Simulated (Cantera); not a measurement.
A freely propagating, adiabatic, planar premixed flame of CH₄ : H₂ : O₂ : N₂ = 1 : 0.031 : 2.02 : 9.07 (molar parts), equivalence ratio 1.00, unburnt at 600 K and 825 Torr; mixture-averaged transport, grid criteria slope 0.08 and curve 0.16, no radiation.

Computed with Cantera and GRI-Mech 3.0 (53 species, 325 reactions). Burning velocities carry a grid error of a few per cent, more on coarse grids.

Task: How do the results move with these cheaper or finer settings: unity-Lewis-number transport; multicomponent transport; multicomponent+Soret transport; grid criteria slope 0.5, curve 1; grid criteria slope 0.25, curve 0.5; grid criteria slope 0.03, curve 0.06?

Result: 
```json
[
 {"setting": "as above", "laminar burning velocity": "97.7 cm/s", "thermal thickness": "0.372 mm", "peak x(HCN)": "3.63e-6", "peak x(C₂H₂)": "0.000117", "grid points": "151"},
 {"setting": "unity-Lewis-number transport", "laminar burning velocity": "71.3 cm/s", "thermal thickness": "0.425 mm", "peak x(HCN)": "3.81e-6", "peak x(C₂H₂)": "8.61e-5", "grid points": "141"},
 {"setting": "multicomponent transport", "laminar burning velocity": "97.9 cm/s", "thermal thickness": "0.377 mm", "peak x(HCN)": "3.65e-6", "peak x(C₂H₂)": "0.000119", "grid points": "152"},
 {"setting": "multicomponent+Soret transport", "laminar burning velocity": "96.6 cm/s", "thermal thickness": "0.378 mm", "peak x(HCN)": "3.51e-6", "peak x(C₂H₂)": "0.000112", "grid points": "151"},
 {"setting": "grid criteria slope 0.5, curve 1", "laminar burning velocity": "106 cm/s", "thermal thickness": "0.413 mm", "peak x(HCN)": "3.56e-6", "peak x(C₂H₂)": "0.000113", "grid points": "48"},
 {"setting": "grid criteria slope 0.25, curve 0.5", "laminar burning velocity": "101 cm/s", "thermal thickness": "0.385 mm", "peak x(HCN)": "3.62e-6", "peak x(C₂H₂)": "0.000117", "grid points": "68"},
 {"setting": "grid criteria slope 0.03, curve 0.06", "laminar burning velocity": "95.8 cm/s", "thermal thickness": "0.370 mm", "peak x(HCN)": "3.63e-6", "peak x(C₂H₂)": "0.000117", "grid points": "355"}
]
```
The base run took roughly 24 core-seconds.
Unity Lewis numbers drop preferential diffusion, which matters most where H2 and H carry the flame; Soret adds thermal diffusion.
